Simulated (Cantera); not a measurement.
Input (Python, Cantera) and output of one run.

```python
import numpy as np
import cantera as ct

gas_names = """
    O2 VO2 PbO CO2 NbO2 B2O3
""".split()
cond_names = """
    V(cr) V(L) Pb(cr) Pb(L) C(gr) Ti(a) Ti(b) Ti(L) Ti2O3(a) Ti2O3(b) Ti2O3(L) Nb(cr) Nb(L) B(b) B(L)
""".split()


# ... load() reads the species with a 1 bar reference pressure and builds the phases ...
species = {s.name: s for s in load("nasa_gas.yaml", gas_names) + load("nasa_condensed.yaml", cond_names)}
# Each term lists the table entries of one substance; the one whose range holds T is used.
reactions = {
    'V + O2(g) = VO2(g)':
        [(-1, ['V(cr)', 'V(L)']), (-1, ['O2']), (1, ['VO2'])],
    '2 Pb + O2(g) = 2 PbO(g)':
        [(-2, ['Pb(cr)', 'Pb(L)']), (-1, ['O2']), (2, ['PbO'])],
    'C + O2(g) = CO2(g)':
        [(-1, ['C(gr)']), (-1, ['O2']), (1, ['CO2'])],
    '1.333 Ti + O2(g) = 0.6667 Ti2O3':
        [(-1.3333333333333333, ['Ti(a)', 'Ti(b)', 'Ti(L)']), (-1, ['O2']), (0.6666666666666666, ['Ti2O3(a)', 'Ti2O3(b)', 'Ti2O3(L)'])],
    'Nb + O2(g) = NbO2(g)':
        [(-1, ['Nb(cr)', 'Nb(L)']), (-1, ['O2']), (1, ['NbO2'])],
    '1.333 B + O2(g) = 0.6667 B2O3(g)':
        [(-1.3333333333333333, ['B(b)', 'B(L)']), (-1, ['O2']), (0.6666666666666666, ['B2O3'])],
}


def pick(names, T):
    return next(species[n] for n in names if species[n].thermo.min_temp <= T <= species[n].thermo.max_temp)


results = []
for label, terms in reactions.items():
    print(label)
    print("     T/K   dH/kJ  dS/(J/K)   dG/kJ   log10 K")
    for T in [673, 773, 873, 973, 1073]:
        used = [(nu, pick(names, T)) for nu, names in terms]
        dH = sum(nu * s.thermo.h(T) for nu, s in used) / 1e6
        dS = sum(nu * s.thermo.s(T) for nu, s in used) / 1e3
        dG = dH - T * dS / 1e3
        logK = -dG * 1e6 / (ct.gas_constant * T * np.log(10))
        results.append((label, T, dH, dS, dG, logK, [s.name for _, s in used]))
        print(f"{T:8g} {dH:8.1f} {dS:8.1f} {dG:8.1f} {logK:8.2f}")
```

Result:

```
V + O2(g) = VO2(g)
     T/K   dH/kJ  dS/(J/K)   dG/kJ   log10 K
     673   -235.7     24.3   -252.1    19.56
     773   -236.5     23.3   -254.5    17.19
     873   -237.3     22.3   -256.7    15.36
     973   -238.1     21.3   -258.9    13.90
    1073   -239.1     20.4   -261.0    12.71
2 Pb + O2(g) = 2 PbO(g)
     T/K   dH/kJ  dS/(J/K)   dG/kJ   log10 K
     673    123.9    114.3     47.0    -3.65
     773    121.8    111.4     35.7    -2.42
     873    119.8    108.9     24.7    -1.48
     973    117.8    106.7     14.0    -0.75
    1073    115.9    104.8      3.4    -0.16
C + O2(g) = CO2(g)
     T/K   dH/kJ  dS/(J/K)   dG/kJ   log10 K
     673   -393.9      2.1   -395.3    30.68
     773   -394.1      1.8   -395.5    26.73
     873   -394.3      1.5   -395.7    23.67
     973   -394.6      1.3   -395.8    21.25
    1073   -394.8      1.1   -395.9    19.27
1.333 Ti + O2(g) = 0.6667 Ti2O3
     T/K   dH/kJ  dS/(J/K)   dG/kJ   log10 K
     673  -1007.0   -180.7   -885.4    68.72
     773  -1004.8   -177.7   -867.5    58.62
     873  -1002.7   -175.1   -849.8    50.85
     973  -1000.7   -173.0   -832.4    44.69
    1073   -999.0   -171.2   -815.2    39.69
Nb + O2(g) = NbO2(g)
     T/K   dH/kJ  dS/(J/K)   dG/kJ   log10 K
     673   -202.7     25.1   -219.6    17.05
     773   -203.3     24.3   -222.1    15.01
     873   -204.0     23.5   -224.5    13.43
     973   -204.7     22.7   -226.8    12.18
    1073   -205.4     22.0   -229.1    11.15
1.333 B + O2(g) = 0.6667 B2O3(g)
     T/K   dH/kJ  dS/(J/K)   dG/kJ   log10 K
     673   -558.1    -25.2   -541.1    42.00
     773   -558.5    -25.7   -538.6    36.39
     873   -558.9    -26.2   -536.0    32.07
     973   -559.3    -26.6   -533.4    28.63
    1073   -559.7    -27.1   -530.7    25.83
```

Source: NASA polynomial tables (part measured, part estimated), evaluated in Cantera. Condensed species are held in their standard states even where they would react or evaporate.
